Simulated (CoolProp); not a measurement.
A closed Brayton cycle with dry air: compressor inlet 308.15 K and 7.2 MPa, high pressure 21.9 MPa, turbine inlet 915 K, compressor efficiency 0.85, turbine efficiency 0.93, recuperator effectiveness 0.9 (on enthalpy, no pinch check). Each further row changes one setting.

Model: reference Helmholtz-energy equation of state, Lemmon 2000, in CoolProp. It is a pseudo-pure fit of the blend.

```
case                           thermal efficiency (%)  net work (kJ/kg)  compressor to turbine work  compressor exit (K)  turbine exit (K)
-----------------------------  ----------------------  ----------------  --------------------------  -------------------  ----------------
as stated                                        37.6               105                        0.57                445.3             699.9
turbine inlet 865 K                                 ?                 ?                        0.61                445.3             659.8
compressor inlet 318.15 K                           ?                 ?                        0.59                    ?             699.9
high pressure 18.6 MPa                           38.4                 ?                        0.55                422.4             728.3
recuperator effectiveness 0.5                    27.1               105                        0.57                445.3             699.9
```

Problem. Fill in the missing entries.

Solution. 
- turbine inlet 865 K, thermal efficiency (%): 35.0
- turbine inlet 865 K, net work (kJ/kg): 91.9
- compressor inlet 318.15 K, thermal efficiency (%): 36.1
- compressor inlet 318.15 K, net work (kJ/kg): 100
- compressor inlet 318.15 K, compressor exit (K): 459.6
- high pressure 18.6 MPa, net work (kJ/kg): 97.3
